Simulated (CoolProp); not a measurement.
Vapour-liquid equilibrium of R113 (1) + benzene (2) at 449.2 K; x and y are mole fractions of (1).

Computed with CoolProp (multi-fluid Helmholtz-energy mixture model, Marx 1992 and Thol 2012; pair parameters Bell 2016).

| x | bubble pressure, mixture model (MPa) | bubble pressure, Raoult's law (MPa) | y, mixture model | y, Raoult's law |
|---|---|---|---|---|
| 0.05 | 1.037 | 1.005 | 0.107 | 0.095 |
| 0.125 | 1.143 | 1.076 | 0.234 | 0.221 |
| 0.2 | 1.236 | 1.147 | 0.333 | 0.332 |
| 0.275 | 1.319 | 1.217 | 0.416 | 0.430 |
| 0.35 | 1.395 | 1.288 | 0.488 | 0.517 |
| 0.425 | 1.466 | 1.359 | 0.553 | 0.595 |
| 0.5 | 1.532 | 1.430 | 0.614 | 0.665 |
| 0.575 | 1.594 | 1.501 | 0.673 | 0.729 |
| 0.65 | 1.654 | 1.572 | 0.730 | 0.787 |
| 0.725 | 1.711 | 1.643 | 0.786 | 0.840 |
| 0.8 | 1.766 | 1.713 | 0.843 | 0.888 |
| 0.875 | 1.819 | 1.784 | 0.901 | 0.933 |
| 0.95 | 1.870 | 1.855 | 0.960 | 0.974 |

The largest gap from Raoult's law is +8.4 % in bubble pressure, at x = 0.275. No azeotrope shows between x = 0.05 and 0.95.

The pair parameters rest on a limited set of measurements; away from them the model extrapolates.
